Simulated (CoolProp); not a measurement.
Vapour-liquid equilibrium of cyclohexane (1) + o-xylene (2) at 336.5 K; x and y are mole fractions of (1).

Values from CoolProp's multi-fluid Helmholtz-energy mixture model, Zhou 2014 and Zhou 2012; pair parameters Bell 2016.

| x | bubble pressure, mixture model (MPa) | bubble pressure, Raoult's law (MPa) | y, mixture model | y, Raoult's law |
|---|---|---|---|---|
| 0.05 | 0.01031 | 0.008930 | 0.414 | 0.326 |
| 0.2 | 0.02088 | 0.01672 | 0.751 | 0.697 |
| 0.35 | [?] | 0.02450 | 0.851 | 0.832 |
| 0.5 | [?] | 0.03229 | 0.902 | 0.902 |
| 0.65 | [?] | 0.04008 | [?] | 0.945 |
| 0.8 | 0.04940 | 0.04786 | [?] | 0.974 |
| 0.95 | [?] | 0.05565 | [?] | 0.994 |

### Question
What belongs in the gaps?

### Answer

- 0.35, bubble pressure, mixture model (MPa): 0.02958
- 0.5, bubble pressure, mixture model (MPa): 0.03683
- 0.65, bubble pressure, mixture model (MPa): 0.04324
- 0.65, y, mixture model: 0.935
- 0.8, y, mixture model: 0.963
- 0.95, bubble pressure, mixture model (MPa): 0.05590
- 0.95, y, mixture model: 0.990

The largest gap from Raoult's law is +24.9 % in bubble pressure, at x = 0.2. No azeotrope shows between x = 0.05 and 0.95.

Pair parameters are fitted to limited data, so mixtures are less certain than the pure fluids.
